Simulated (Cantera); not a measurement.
# Low-pressure radical oxidation in H2/O2

A perfectly stirred reactor is fed with H2 : O2 : N2 = 0.17 : 1 : 0.54 (molar parts), at 1330 Pa; it is held at 1248 K, and followed from long to short residence time.

Computed with Cantera and the H2/O2 subset of GRI-Mech 3.0, which has no nitrogen chemistry. Radical loss at walls, strong at low pressure, is not modelled. The temperature is held fixed by assumption; the heat of reaction is taken as removed at once.

```tsv
τ (s)	x H2	x O2	x H	x O	x HO2	x OH	x H2O2
0.56	0.000645	0.558	0.00112	0.00533	2.43e-6	0.00239	1.24e-7
0.19	0.00123	0.553	0.00303	0.0103	3.01e-6	0.00332	1.43e-7
0.066	0.00219	0.546	0.00724	0.0182	3.42e-6	0.00442	1.52e-7
0.023	0.00361	0.537	0.0143	0.0282	3.60e-6	0.00552	1.53e-7
0.0077	0.00583	0.530	0.0220	0.0359	3.63e-6	0.00653	1.58e-7
0.0026	0.0103	0.529	0.0269	0.0366	3.60e-6	0.00756	1.82e-7
0.00091	0.0203	0.535	0.0274	0.0308	3.48e-6	0.00855	2.23e-7
```
x: mole fraction; the columns are a selection and need not sum to one.
